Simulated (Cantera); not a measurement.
Charge: 1 mol Si3N4, 0.039 mol Si, 1.7 mol H2, at 20.0 Pa.

Method: chemical equilibrium by Gibbs-energy minimisation in Cantera with the NASA 1993 tables (ideal gas, pure condensed phases). Candidate condensed phases: Si, Si3N4; 18 gas species. Gases not in the tables: Si2H6 and higher silanes. The numbers say what is thermodynamically allowed, not how fast it happens.

Which condensed phases are stable at each of these points (T (°C)): 1627, 1727, 1827, 1927, 2027, 2127, 2227, 2327?


| T (°C) | condensed phases | Si condensed (%) |
|---|---|---|
| 1627 | Si(l) | 91.3 |
| 1727 | Si(l) | 63.0 |
| 1827 | gas only | 0.0 |
| 1927 | gas only | 0.0 |
| 2027 | gas only | 0.0 |
| 2127 | gas only | 0.0 |
| 2227 | gas only | 0.0 |
| 2327 | gas only | 0.0 |

From 1627 °C to 1727 °C the condensed part is Si(l). From 1827 °C to 2327 °C nothing is condensed.
